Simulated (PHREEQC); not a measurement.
## Hard or scaling water: an equilibrium model

Consider water at 31 °C with 0.0005 mol Ca(HCO3)2, 0.0013 mol Na2SO4 and 5.8e-05 mol NaCl per kg of water. Closed to the air; pH follows from the charge balance.

Model: ion-association model, phreeqc.dat, run in PHREEQC.

This is a speciation only: nothing precipitates in the calculation.

### Question
What pH, specific conductance does the model give?

### Answer
pH 8.11; specific conductance 452 µS/cm.

### Question
In which forms is C present?

### Answer
HCO3- 97 %, CO2 1.5 %, CO3-2 0.8 % of the C.
